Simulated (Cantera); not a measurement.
# Thermodynamics of calcination and drying, feed NaOH + CO₂

A closed system holds: 1 mol NaOH, a varied amount of CO₂, at 800 K and 440 Pa.

These are equilibrium values from Cantera (NASA tables, ideal gas, pure condensed phases), not measurements of a reactor. Candidate condensed phases: C, C₆H₆, C₇H₈, C₈H₁₈, H₂O, Na, NaOH, NaO₂, Na₂CO₃, Na₂O, Na₂O₂; 117 gas species. Equilibrium is a limit: real reactors are often held back by kinetics, nucleation or transport.

| n(CO₂) (mol) | x H₂O | x CO₂ | x NaOH | x Na₂(OH)₂ | n NaOH(l) | n Na₂CO₃(s) |
|---|---|---|---|---|---|---|
| 0.086 | 1.000 | 2.27e-7 | 2.31e-5 | 1.45e-6 | 0.828 | 0.0860 |
| 0.32 | 1.000 | 2.27e-7 | 2.31e-5 | 1.45e-6 | 0.360 | 0.320 |
| 0.56 | 0.893 | 0.107 | 3.17e-8 | 2.73e-12 | 0 | 0.500 |
| 0.79 | 0.633 | 0.367 | 1.44e-8 | <1e-12 | 0 | 0.500 |
| 1 | 0.500 | 0.500 | 1.10e-8 | <1e-12 | 0 | 0.500 |
| 1.3 | 0.385 | 0.615 | 8.69e-9 | <1e-12 | 0 | 0.500 |
| 1.5 | 0.333 | 0.667 | 7.77e-9 | <1e-12 | 0 | 0.500 |
| 1.7 | 0.294 | 0.706 | 7.09e-9 | <1e-12 | 0 | 0.500 |
| 2 | 0.250 | 0.750 | 6.35e-9 | <1e-12 | 0 | 0.500 |
| 2.2 | 0.227 | 0.773 | 5.96e-9 | <1e-12 | 0 | 0.500 |
x: gas mole fraction; n: condensed amount in mol.

From 0.086 mol CO₂ to 0.32 mol CO₂ the condensed part is NaOH(l) + Na₂CO₃(s). From 0.56 mol CO₂ to 2.2 mol CO₂ the condensed part is Na₂CO₃(s).
